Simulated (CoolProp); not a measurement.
Vapour-liquid equilibrium of dimethyl ether (1) + R236EA (2) at 9.25 °C; x and y are mole fractions of (1).

The numbers come from the multi-fluid Helmholtz-energy mixture model, Wu 2011 and Rui 2013; pair parameters Bell 2016 in CoolProp.

Question: Give the bubble pressure and the first vapour's composition at x = 0.35, 0.5, 0.8. Is there an azeotrope?

Answer: x = 0.35: 1.378 bar, y = 0.501; x = 0.5: 1.670 bar, y = 0.721; x = 0.8: 2.782 bar, y = 0.960. No azeotrope shows between x = 0.05 and 0.95.

The pair parameters rest on a limited set of measurements; away from them the model extrapolates.
